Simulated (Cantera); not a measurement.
Mixture: CH₄ : CO : O₂ : N₂ = 1 : 0.072 : 1.85 : 6.96 (molar parts), at 1.01 bar, adiabatic and at constant volume. Ignition delay is the time to a rise of 400 K.

Model: GRI-Mech 3.0 (53 species, 325 reactions), integrated in Cantera.

Problem. Predict: delay at 1025 K; delay at 1175 K; delay at 1325 K; delay at 1475 K; delay at 1625 K; apparent activation energy between 1550 and 1700 K.

Solution. 
```json
{
 "delay at 1025 K": "0.819 s",
 "delay at 1175 K": "69.9 ms",
 "delay at 1325 K": "8.67 ms",
 "delay at 1475 K": "1.49 ms",
 "delay at 1625 K": "0.365 ms",
 "apparent activation energy between 1550 and 1700 K": "180 kJ/mol"
}
```
